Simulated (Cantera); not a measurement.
# Thermodynamics of abatement and gas-phase synthesis, feed S + SO2 + H2

Charge: 1 mol S, 0.023 mol SO2, 0.092 mol H2, at 0.490 bar.

Equilibrium computed with Cantera from the NASA thermochemical tables; the gas is ideal and each condensed phase is pure. Candidate condensed phases: H2O, H2SO4, S; 34 gas species. Ions and electrons are included (thermal ionisation). Equilibrium is a limit: real reactors are often held back by kinetics, nucleation or transport.

From 1727 °C to 4727 °C nothing is condensed.

```json
[
 {"T (°C)": "1727", "log p S": "-2.70", "log p S2": "-0.40", "log p H": "-3.50", "log p H2": "-1.43", "log p SH": "-2.06", "log p SO": "-2.24", "log p H2O": "-1.73", "log p O": "-7.02", "log p H2S": "-1.86", "log p SO2": "-2.25"},
 {"T (°C)": "1977", "log p S": "-2.07", "log p S2": "-0.42", "log p H": "-2.81", "log p H2": "-1.36", "log p SH": "-1.82", "log p SO": "-1.92", "log p H2O": "-1.89", "log p O": "-5.77", "log p H2S": "-2.06", "log p SO2": "-2.30"},
 {"T (°C)": "2227", "log p S": "-1.58", "log p S2": "-0.45", "log p H": "-2.28", "log p H2": "-1.35", "log p SH": "-1.66", "log p SO": "-1.72", "log p H2O": "-2.11", "log p O": "-4.82", "log p H2S": "-2.28", "log p SO2": "-2.45"},
 {"T (°C)": "2477", "log p S": "-1.20", "log p S2": "-0.51", "log p H": "-1.87", "log p H2": "-1.40", "log p SH": "-1.58", "log p SO": "-1.62", "log p H2O": "-2.40", "log p O": "-4.10", "log p H2S": "-2.53", "log p SO2": "-2.68"},
 {"T (°C)": "2727", "log p S": "-0.90", "log p S2": "-0.60", "log p H": "-1.56", "log p H2": "-1.52", "log p SH": "-1.57", "log p SO": "-1.60", "log p H2O": "-2.75", "log p O": "-3.53", "log p H2S": "-2.84", "log p SO2": "-2.97"},
 {"T (°C)": "2977", "log p S": "-0.69", "log p S2": "-0.76", "log p H": "-1.35", "log p H2": "-1.72", "log p SH": "-1.65", "log p SO": "-1.63", "log p H2O": "-3.17", "log p O": "-3.06", "log p H2S": "-3.24", "log p SO2": "-3.29"},
 {"T (°C)": "3227", "log p S": "-0.55", "log p S2": "-0.99", "log p H": "-1.24", "log p H2": "-2.01", "log p SH": "-1.83", "log p SO": "-1.71", "log p H2O": "-3.64", "log p O": "-2.66", "log p H2S": "-3.75", "log p SO2": "-3.60"},
 {"T (°C)": "3477", "log p S": "-0.47", "log p S2": "-1.28", "log p H": "-1.18", "log p H2": "-2.36", "log p SH": "-2.08", "log p SO": "-1.82", "log p H2O": "-4.15", "log p O": "-2.31", "log p H2S": "-4.33", "log p SO2": "-3.93"},
 {"T (°C)": "3727", "log p S": "-0.43", "log p S2": "-1.58", "log p H": "-1.16", "log p H2": "-2.72", "log p SH": "-2.35", "log p SO": "-1.99", "log p H2O": "-4.70", "log p O": "-2.06", "log p H2S": "-4.92", "log p SO2": "-4.33"},
 {"T (°C)": "3977", "log p S": "-0.42", "log p S2": "-1.89", "log p H": "-1.15", "log p H2": "-3.06", "log p SH": "-2.62", "log p SO": "-2.23", "log p H2O": "-5.27", "log p O": "-1.90", "log p H2S": "-5.48", "log p SO2": "-4.85"},
 {"T (°C)": "4227", "log p S": "-0.41", "log p S2": "-2.17", "log p H": "-1.15", "log p H2": "-3.37", "log p SH": "-2.87", "log p SO": "-2.51", "log p H2O": "-5.85", "log p O": "-1.82", "log p H2S": "-6.00", "log p SO2": "-5.43"},
 {"T (°C)": "4477", "log p S": "-0.40", "log p S2": "-2.43", "log p H": "-1.15", "log p H2": "-3.65", "log p SH": "-3.09", "log p SO": "-2.80", "log p H2O": "-6.41", "log p O": "-1.78", "log p H2S": "-6.47", "log p SO2": "-6.02"},
 {"T (°C)": "4727", "log p S": "-0.40", "log p S2": "-2.67", "log p H": "-1.14", "log p H2": "-3.91", "log p SH": "-3.30", "log p SO": "-3.08", "log p H2O": "-6.92", "log p O": "-1.76", "log p H2S": "-6.89", "log p SO2": "-6.59"}
]
```
log p: log10 of the partial pressure in bar; nothing condenses.
